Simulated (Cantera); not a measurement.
# V2O3 + H2 + N2 (hydrogen reduction and annealing atmospheres)

Input: 1 mol V2O3, a varied amount of H2, 42 mol N2, held at 1973 K and 1.00 bar.

Equilibrium computed with Cantera from the NASA thermochemical tables; the gas is ideal and each condensed phase is pure. Candidate condensed phases: H2O, V, VN, VO, V2O3, V2O4, V2O5; 28 gas species. Mutual solubility and eutectic melting of coexisting phases are not modelled. VN, VO: taken at fixed stoichiometry. Condensed phases not in the tables: the oxides between V2O3 and V2O5 other than VO2, solid solutions among these carbides, nitrides and lower oxides, V2N. Kinetics and transport are ignored.

From 14 mol H2 to 28 mol H2 the condensed part is VO(s) + V2O3(s). From 54 mol H2 to 390 mol H2 the condensed part is VO(s). From 760 mol H2 to 1500 mol H2 the condensed part is VN(s) + VO(s). The main V-bearing gas is VO2 at 14 mol H2 and VO at 1500 mol H2.

| n(H2) (mol) | x H2 | x N2 | x H2O | x H | n VO(s) | n V2O3(s) | n VN(s) |
|---|---|---|---|---|---|---|---|
| 14 | 0.243 | 0.750 | 0.00653 | 0.000665 | 0.732 | 0.634 | 0 |
| 28 | 0.389 | 0.600 | 0.0104 | 0.000842 | 1.46 | 0.268 | 0 |
| 54 | 0.551 | 0.437 | 0.0104 | 0.00100 | 2.00 | 0 | 0 |
| 100 | 0.696 | 0.296 | 0.00703 | 0.00113 | 2.00 | 0 | 0 |
| 200 | 0.821 | 0.173 | 0.00413 | 0.00122 | 2.00 | 0 | 0 |
| 390 | 0.899 | 0.0972 | 0.00231 | 0.00128 | 2.00 | 0 | 0 |
| 760 | 0.945 | 0.0521 | 0.00171 | 0.00131 | 1.63 | 0 | 0.370 |
| 1500 | 0.970 | 0.0269 | 0.00126 | 0.00133 | 1.05 | 0 | 0.944 |
x: gas mole fraction; n: condensed amount in mol.
